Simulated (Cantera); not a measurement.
# Diamond growth

A diamond (100) surface in a fixed gas of H2 with x(CH4) = 0.012, x(CH3) = 0.0008, at 1300 K, 195 Torr; coverages are run to steady state.

Cantera simulation using the Harris–Goodwin 1993 mechanism for the reconstructed diamond (100) surface; the numbers are that mechanism's predictions, not measurements.

```
x(H)     growth (µm/h)  θ c6HH  θ c6H*  θ c6*H   θ c6**   θ c6HM
-------  -------------  ------  ------  ------  -------  -------
0.0001            2.21   0.653  0.0282   0.302  0.00338  0.00378
0.00024           7.34   0.531  0.0377   0.403  0.00898  0.00542
0.00059           18.7   0.449  0.0438   0.467   0.0187  0.00693
0.0014            38.0   0.406  0.0466   0.497   0.0294  0.00786
0.0035            72.1   0.385  0.0480   0.511   0.0382  0.00777
0.0085             123   0.377  0.0489   0.517   0.0434  0.00642
0.021              185   0.375  0.0500   0.521   0.0462  0.00428
0.05               238   0.374  0.0518   0.522   0.0479  0.00239
0.12               275   0.374  0.0555   0.519   0.0496  0.00117
```
θ: site fractions in the mechanism's names (c6HH fully hydrogenated, c6H* and c6*H radical sites, c6** diradical, c6HM methylated).
